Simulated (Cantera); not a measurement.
**SiH₄ + Cl₂ + H₂ (silicon epitaxy and polysilicon growth)**

Charge: 1 mol SiH₄, 0.24 mol Cl₂, 390 mol H₂, at 133 Pa.

Method: chemical equilibrium by Gibbs-energy minimisation in Cantera with the NASA 1993 tables (ideal gas, pure condensed phases). Candidate condensed phases: Si; 19 gas species. Gases not in the tables: Si₂H₆ and higher silanes. Equilibrium is a limit: real reactors are often held back by kinetics, nucleation or transport.

```tsv
T (K)	x H₂	x H	x HCl	x Si	x SiH	x SiH₂	x Cl	n Si(s)	n Si(l)
1075	0.999	4.02e-7	0.00122	5.69e-12	7.60e-12	7.11e-10	4.43e-10	0.999	0
1150	0.999	2.04e-6	0.00122	1.49e-10	1.14e-10	4.14e-9	2.19e-9	0.999	0
1225	0.999	8.53e-6	0.00122	2.59e-9	1.21e-9	1.95e-8	8.94e-9	0.999	0
1300	0.999	3.03e-5	0.00122	3.25e-8	9.84e-9	7.64e-8	3.11e-8	0.998	0
1375	0.999	9.38e-5	0.00122	3.08e-7	6.32e-8	2.58e-7	9.45e-8	0.998	0
1450	0.999	0.000259	0.00121	2.31e-6	3.34e-7	7.68e-7	2.56e-7	0.997	0
1525	0.998	0.000647	0.00121	1.42e-5	1.50e-6	2.05e-6	6.31e-7	0.991	0
1600	0.997	0.00149	0.00121	7.31e-5	5.81e-6	4.99e-6	1.43e-6	0.964	0
1675	0.995	0.00317	0.00121	0.000326	1.99e-5	1.12e-5	3.00e-6	0.855	0
1750	0.991	0.00634	0.00120	0.00113	5.41e-5	2.06e-5	5.91e-6	0	0.517
```
x: gas mole fraction; n: condensed amount in mol.

From 1075 K to 1675 K the condensed part is Si(s). At 1750 K the condensed part is Si(l). The main Si-bearing gas is SiCl₂ at 1075 K and Si at 1750 K.
